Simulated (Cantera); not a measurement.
Mixture: CH₄ : O₂ : N₂ = 1 : 2.6 : 9.77 (molar parts), equivalence ratio 0.77, at 1.30 bar, adiabatic and at constant pressure. Ignition delay is the time to a rise of 400 K.

Cantera simulation using GRI-Mech 3.0 (53 species, 325 reactions); the numbers are that mechanism's predictions, not measurements.

Task: What does this change do: CH4 1 to 2.1 parts?

Result: 
| quantity | before | after |
|---|---|---|
| delay at 1175 K | 45.5 ms | 67.9 ms |
| delay at 1325 K | 6.08 ms | 8.99 ms |
| delay at 1475 K | 1.12 ms | 1.55 ms |
| delay at 1625 K | 0.289 ms | 0.354 ms |
| delay at 1775 K | 0.101 ms | 0.111 ms |
| apparent activation energy between 1625 and 1775 K | 170 kJ/mol | 190 kJ/mol |
